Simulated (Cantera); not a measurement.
Input: 1 mol CaCl₂, 3.5 mol O₂, 65 mol N₂, equilibrated at 5.80e-6 bar.

Equilibrium computed with Cantera from the NASA thermochemical tables; the gas is ideal and each condensed phase is pure. Candidate condensed phases: Ca, CaCl₂, CaO; 17 gas species. Equilibrium is a limit: real reactors are often held back by kinetics, nucleation or transport.

Q: At 2223 K, list the 5 most abundant gas species with their mole fractions, and the condensed phases.

A: N₂ 0.870, O 0.0836, Cl 0.0266, Ca 0.0132, O₂ 0.00415. Condensed: gas only.
